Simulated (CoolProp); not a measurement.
Vapour-liquid equilibrium of benzene (1) + cyclohexane (2) at 336.4 K; x and y are mole fractions of (1).

The numbers come from the multi-fluid Helmholtz-energy mixture model, Thol 2012 and Zhou 2014; pair parameters Bell 2016 in CoolProp.

| x | bubble pressure (MPa) | y at the bubble point | dew pressure at overall composition x (MPa) | liquid density (mol/L) |
|---|---|---|---|---|
| 0.05 | 0.05930 | 0.069 | 0.05896 | 8.831 |
| 0.2 | 0.06218 | 0.242 | 0.06153 | 9.065 |
| 0.35 | 0.06391 | 0.383 | 0.06357 | 9.316 |
| 0.5 | 0.06463 | 0.507 | 0.06461 | 9.585 |
| 0.65 | 0.06437 | 0.628 | 0.06422 | 9.877 |
| 0.8 | 0.06299 | 0.760 | 0.06239 | 10.19 |
| 0.95 | 0.06003 | 0.928 | 0.05959 | 10.53 |

y crosses x between x = 0.5 and 0.65: the model has an azeotrope there.

The pair parameters rest on a limited set of measurements; away from them the model extrapolates.
